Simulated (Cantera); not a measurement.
Gas mixture: 100 % NO, at 0.132 atm, frozen composition.

Cantera's kinetic-theory transport with the Lennard-Jones parameters of GRI-Mech 3.0, ideal gas; thermal conductivity in the multicomponent form. The composition is frozen, though it would react at the higher temperatures.

D: mixture-averaged diffusion coefficient of that species in the mixture.

| T (K) | ρ (kg/m³) | cp (J/kg/K) | μ (µPa s) | λ (mW/m/K) | Pr | D (cm²/s) OH | D (cm²/s) H2 | D (cm²/s) O |
|---|---|---|---|---|---|---|---|---|
| 400 | 0.120 | 998.6 | 23.1 | 32.5 | 0.711 | 3.93 | 9.62 | 4.01 |
| 550 | 0.0875 | 1028 | 28.9 | 41.9 | 0.709 | 6.75 | 16.4 | 6.89 |
| 700 | 0.0687 | 1067 | ___ | ___ | 0.708 | ___ | ___ | ___ |
| 850 | 0.0566 | 1104 | 38.6 | 60.2 | 0.708 | 14.0 | 33.9 | 14.3 |
| 1000 | 0.0481 | 1133 | ___ | ___ | 0.707 | ___ | ___ | ___ |
| 1150 | 0.0418 | 1153 | 47.0 | 76.7 | 0.707 | 23.2 | 55.9 | 23.6 |
| 1300 | 0.0370 | 1171 | 50.9 | 84.4 | 0.707 | 28.4 | 68.5 | 29.0 |

**Question.** Complete the blanks.

**Answer.** 
- 700, μ (µPa s): 34.0
- 700, λ (mW/m/K): 51.2
- 700, D (cm²/s) OH: 10.1
- 700, D (cm²/s) H2: 24.5
- 700, D (cm²/s) O: 10.3
- 1000, μ (µPa s): 42.9
- 1000, λ (mW/m/K): 68.8
- 1000, D (cm²/s) OH: 18.4
- 1000, D (cm²/s) H2: 44.4
- 1000, D (cm²/s) O: 18.7
